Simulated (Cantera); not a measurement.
A Cantera script and what it prints.

```python
import numpy as np
import cantera as ct

gas_names = """
    AL ALO ALO2 AL2 AL2O AL2O2 O O2 O3 Ti TiO TiO2
""".split()
cond_names = """
    AL(cr) AL(L) AL2O3(a) AL2O3(L) Ti(a) Ti(b) Ti(L) TiO(a) TiO(b) TiO(L) TiO2(ru) TiO2(L) Ti2O3(a)
    Ti2O3(b) Ti2O3(L) Ti3O5(a) Ti3O5(b) Ti3O5(L) Ti4O7(s) Ti4O7(L)
""".split()


# ... load() reads the species with a 1 bar reference pressure and builds the phases ...
atoms = {
    'TiO2': {'Ti': 1, 'O': 2},
    'Al2O3': {'AL': 2, 'O': 3},
    'O2': {'O': 2},
}
top_T = {}  # K; cautious upper limits of use, not melting points


# ... equilibrate(T, P, feed) seeds the gas with the atoms and calls Mixture.equilibrate('TP', solver="vcs", rtol=1e-11, max_steps=5000) ...
results = []
feed = {'TiO2': 1, 'Al2O3': 0.38, 'O2': 1.2}  # mol
T = 1250  # K
P = 10000  # Pa
mix = equilibrate(T, P, feed)
results.append((T, P, feed, dict(zip(mix.species_names, mix.species_moles))))
x = sorted(zip(gas.X, gas.species_names), reverse=True)
print(f"T = {T:g} K  P = {P:g} Pa  gas = {mix.phase_moles(0):.4g} mol")
print("   x: " + "  ".join(f"{s} {v:.3e}" for v, s in x if v > 1e-05))
print("   condensed (mol): " + ("  ".join(f"{mix.phase(i).name} {mix.phase_moles(i):.4g}"
      for i in range(1, mix.n_phases) if mix.phase_moles(i) > 1e-12) or "none"))
```

Result:

```
T = 1250 K  P = 10000 Pa  gas = 1.2 mol
   x: O2 1.000e+00
   condensed (mol): AL2O3(a) 0.38  TiO2(ru) 1
```

Cantera equilibrium calculation (NASA polynomials, part measured and part estimated; ideal gas, pure solids and liquids). Mutual solubility and eutectic melting of coexisting phases are not modelled. Condensed phases not in the tables: mixed aluminates and titanates, alloys, solid solutions and most ternary compounds.
